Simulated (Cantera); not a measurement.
A closed system holds: 1 mol NaI, 0.081 mol H2O, 0.84 mol N2, equilibrated at 1.00 bar.

Equilibrium computed with Cantera from the NASA thermochemical tables; the gas is ideal and each condensed phase is pure. Candidate condensed phases: H2O, I2, Na, NaI, NaOH, NaO2, Na2O, Na2O2; 35 gas species. Gases not in the tables: NaBr and NaI dimers. Rates play no part.

### Question
At 1575 K, list the 6 most abundant gas species with their mole fractions, and the condensed phases.

### Answer
NaI 0.517, N2 0.437, H2O 0.0407, I 0.00218, NaOH 0.00139, Na 0.000925. Condensed: gas only.
